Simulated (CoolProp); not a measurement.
Vapour-liquid equilibrium of m-xylene (1) + n-undecane (2) at 541.5 K; x and y are mole fractions of (1).

Model: multi-fluid Helmholtz-energy mixture model, Zhou 2012 and Aleksandrov 2011; pair parameters Bell 2016, in CoolProp.

Problem. Give the bubble pressure and the first vapour's composition at x = 0.05, 0.65, 0.8. Is there an azeotrope?

Solution. x = 0.05: 4.890 bar, y = 0.102; x = 0.65: 9.609 bar, y = 0.801; x = 0.8: 11.02 bar, y = 0.897. No azeotrope shows between x = 0.05 and 0.95.

Pair parameters are fitted to limited data, so mixtures are less certain than the pure fluids.
